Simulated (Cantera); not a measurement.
What does this Cantera script print?

```python
import numpy as np
import cantera as ct

gas_names = """
    CL CL2 N N2 Si SiCL SiCL2 SiCL3 SiCL4 SiN Si2 Si2N Si3
""".split()
cond_names = """
    Si(cr) Si(L) Si3N4(a)
""".split()


def load(file, names, dense=False):
    # The tables refer to 1 bar. Condensed volumes are neglected.
    table = {s.name: s for s in ct.Species.list_from_file(file)}
    out = []
    for n in names:
        d = dict(table[n].input_data)
        d["thermo"] = dict(d["thermo"], **{"reference-pressure": 1e5})
        if dense:
            d["equation-of-state"] = {"model": "constant-volume", "density": "1e6 g/cm^3"}
        out.append(ct.Species.from_dict(d))
    return out


gas = ct.Solution(thermo="ideal-gas", species=load("nasa_gas.yaml", gas_names))
cond = {s.name: ct.Solution(thermo="fixed-stoichiometry", species=[s], name=s.name)
        for s in load("nasa_condensed.yaml", cond_names, dense=True)}
atoms = {
    'Si': {'Si': 1},
    'Cl2': {'CL': 2},
    'N2': {'N': 2},
}
top_T = {'Si3N4(a)': 2400}  # K; cautious upper limits of use, not melting points


def equilibrate(T, P, feed):
    n = {}
    for name, mol in feed.items():
        for a, k in atoms[name].items():
            n[a] = n.get(a, 0.0) + k * mol
    gas.TPX = T, P, n
    mass = sum(n.values()) * gas.mean_molecular_weight
    gas.equilibrate("TP")
    valid = [c for c in cond.values() if c.min_temp <= T <= top_T.get(c.name, c.max_temp)]
    mix = ct.Mixture([(gas, mass / gas.mean_molecular_weight)] + [(c, 0.0) for c in valid])
    mix.T, mix.P = T, P
    mix.equilibrate("TP", solver="vcs", rtol=1e-11, max_steps=5000)
    return mix


results = []
T = 623  # K
P = 85  # Pa
for m in [0.66, 0.78, 0.92, 1.1, 1.3, 1.5, 1.8, 2.1, 2.5, 2.9, 3.4, 4, 4.8]:
    feed = {'Si': 1, 'Cl2': m, 'N2': 28}  # mol
    mix = equilibrate(T, P, feed)
    results.append((T, P, feed, dict(zip(mix.species_names, mix.species_moles))))

top = {s: max(r[3][s] / sum(r[3][g] for g in gas_names) for r in results) for s in gas_names}
cols = sorted((s for s in top if top[s] > 0.0001), key=lambda s: -top[s])[:8]
seen = [c for c in cond_names if any(r[3].get(c, 0) > 1e-12 for r in results)]
print("log10 of partial pressures in bar; condensed amounts in mol")
print(f"{'n(Cl2)':>10s}" + "".join(f"{s[:9]:>10s}" for s in cols + seen))
for T, P, feed, n in results:
    ng = sum(n[g] for g in gas_names)
    print(f"{feed['Cl2']:10.4g}" + "".join(f"{np.log10(max(n[s] / ng * P / 1e5, 1e-99)):10.3f}" for s in cols)
          + "".join(f"{n.get(c, 0):10.4g}" for c in seen))
```

Result:

```
log10 of partial pressures in bar; condensed amounts in mol
    n(Cl2)        N2       CL2     SiCL4  Si3N4(a)
      0.66    -3.076   -20.292    -4.997    0.2233
      0.78    -3.077   -20.257    -4.926    0.2033
      0.92    -3.078   -20.222    -4.857      0.18
       1.1    -3.079   -20.185    -4.781      0.15
       1.3    -3.081   -20.150    -4.711    0.1167
       1.5    -3.082   -20.121    -4.652   0.08333
       1.8    -3.084   -20.084    -4.576   0.03333
       2.1    -3.087    -5.534    -4.534         0
       2.5    -3.093    -4.841    -4.540         0
       2.9    -3.099    -4.592    -4.546         0
       3.4    -3.106    -4.407    -4.553         0
         4    -3.115    -4.261    -4.562         0
       4.8    -3.126    -4.126    -4.573         0
```

These are equilibrium values from Cantera (NASA tables, ideal gas, pure condensed phases), not measurements of a reactor. N2 is the only nitrogen source here; it is nearly inert below about 1500 K, so the nitride shown seldom forms there in practice.
